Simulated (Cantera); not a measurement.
**Chlorosilane synthesis and conversion: SiCl4 + H2**

Input: 1 mol SiCl4, 8.3 mol H2, held at 0.100 bar.

Method: chemical equilibrium by Gibbs-energy minimisation in Cantera with the NASA 1993 tables (ideal gas, pure condensed phases). Candidate condensed phases: Si; 19 gas species. The tables' values for SiCl3 are old estimates; treat these amounts as uncertain. The numbers say what is thermodynamically allowed, not how fast it happens.

| T (K) | log p H2 | log p HCl | log p SiCl4 | log p SiCl2 | log p SiHCl3 | log p SiCl3 | log p SiH2Cl2 | n Si(s) |
|---|---|---|---|---|---|---|---|---|
| 823 | -1.05 | -2.99 | -2.01 | -6.90 | -3.00 | -5.43 | -5.06 | 0 |
| 873 | -1.06 | -2.87 | -2.03 | -6.06 | -2.88 | -4.93 | -4.78 | 0 |
| 923 | -1.06 | -2.76 | -2.04 | -5.32 | -2.79 | -4.48 | -4.54 | 0 |
| 973 | -1.06 | -2.66 | -2.06 | -4.67 | -2.71 | -4.09 | -4.34 | 0 |
| 1023 | -1.06 | -2.57 | -2.09 | -4.10 | -2.65 | -3.76 | -4.17 | 0 |
| 1073 | -1.07 | -2.47 | -2.12 | -3.62 | -2.62 | -3.47 | -4.06 | 0 |
| 1123 | -1.07 | -2.34 | -2.15 | -3.28 | -2.65 | -3.26 | -4.06 | 0.0134 |
| 1173 | -1.08 | -2.21 | -2.20 | -2.99 | -2.69 | -3.09 | -4.08 | 0.0253 |
| 1223 | -1.09 | -2.11 | -2.27 | -2.74 | -2.75 | -2.96 | -4.12 | 0.0278 |
| 1273 | -1.10 | -2.02 | -2.36 | -2.53 | -2.84 | -2.86 | -4.17 | 0.0168 |
| 1323 | -1.11 | -1.95 | -2.50 | -2.37 | -2.95 | -2.80 | -4.25 | 0 |
| 1373 | -1.12 | -1.87 | -2.66 | -2.26 | -3.10 | -2.79 | -4.37 | 0 |
log p: log10 of the partial pressure in bar; n: condensed amount in mol.

From 823 K to 1073 K nothing is condensed. From 1123 K to 1273 K the condensed part is Si(s). From 1323 K to 1373 K nothing is condensed. The main Si-bearing gas is SiCl4 at 823 K and SiCl2 at 1373 K.
